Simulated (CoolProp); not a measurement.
Aqueous potassium formate as a coolant, 26 % by mass, freezing at -16.9 °C, 1 atm.

The numbers come from the Melinder's fits for secondary coolants in CoolProp.

```json
[
 {"T (°C)": "-8.9", "cp (kJ/(kg K))": "3.217", "conductivity (W/(m K))": "(withheld)", "Prandtl number": "20.6", "viscosity (mPa s)": "3.28"},
 {"T (°C)": "-0.3", "cp (kJ/(kg K))": "3.231", "conductivity (W/(m K))": "0.523", "Prandtl number": "(withheld)", "viscosity (mPa s)": "2.51"},
 {"T (°C)": "8.2", "cp (kJ/(kg K))": "3.245", "conductivity (W/(m K))": "0.534", "Prandtl number": "12.2", "viscosity (mPa s)": "2.00"},
 {"T (°C)": "16.8", "cp (kJ/(kg K))": "3.258", "conductivity (W/(m K))": "0.545", "Prandtl number": "9.80", "viscosity (mPa s)": "1.64"},
 {"T (°C)": "25.3", "cp (kJ/(kg K))": "3.272", "conductivity (W/(m K))": "(withheld)", "Prandtl number": "8.11", "viscosity (mPa s)": "1.38"},
 {"T (°C)": "33.8", "cp (kJ/(kg K))": "3.285", "conductivity (W/(m K))": "0.566", "Prandtl number": "6.82", "viscosity (mPa s)": "1.18"}
]
```

Fill in the missing entries.


- -8.9, conductivity (W/(m K)): 0.513
- -0.3, Prandtl number: 15.5
- 25.3, conductivity (W/(m K)): 0.556
